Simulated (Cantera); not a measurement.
An isothermal, constant-pressure homogeneous reactor starts with 5.00 % C2H4, 95.0 % H2, at 1898 K and 4300 Pa.

Detailed kinetics in Cantera: GRI-Mech 3.0 (53 species, 325 reactions). GRI-Mech 3.0 was tuned for natural gas; its chemistry of ethylene as a main component is partial and can be far from experiment. GRI-Mech 3.0 stops at C3 and has no aromatics, soot or wall deposition, so with more carbon than oxygen in the feed, carbon stays in small species such as C2H2 where larger ones or solid carbon would form. Radical loss at walls, strong at low pressure, is not modelled.

x: mole fraction; the columns are a selection and need not sum to one.

```tsv
t (s)	x C2H4	x H2	x CH2	x C2H	x CH3	x C2H2
8.00e-6	0.0498	0.950	4.49e-11	2.08e-12	1.74e-10	0.000152
3.05e-5	0.0494	0.950	4.68e-10	3.13e-11	…	0.000578
0.000117	0.0477	0.950	2.65e-9	4.56e-10	…	0.00220
0.000445	0.0413	0.950	9.33e-9	6.26e-9	…	0.00824
0.00170	0.0217	0.951	1.45e-8	5.88e-8	…	0.0269
0.00648	0.00102	0.952	1.49e-9	2.14e-7	…	0.0466
0.0247	3.14e-5	0.951	5.77e-10	6.91e-7	…	0.0476
0.0943	2.50e-5	0.950	4.58e-9	1.88e-6	…	0.0475
0.360	2.36e-5	0.949	1.94e-8	2.40e-6	…	0.0475
1.37	2.36e-5	0.949	5.87e-8	2.40e-6	…	0.0474
5.24	2.36e-5	0.949	9.14e-8	2.39e-6	1.93e-5	0.0474
20.0	2.36e-5	0.949	9.20e-8	2.39e-6	1.95e-5	0.0474
```

Q: Fill in the missing entries.

A: 
- 3.05e-5, x CH3: 2.41e-9
- 0.000117, x CH3: 1.08e-8
- 0.000445, x CH3: 2.72e-8
- 0.00170, x CH3: 5.54e-8
- 0.00648, x CH3: 9.90e-8
- 0.0247, x CH3: 3.18e-7
- 0.0943, x CH3: 1.16e-6
- 0.360, x CH3: 4.03e-6
- 1.37, x CH3: 1.24e-5
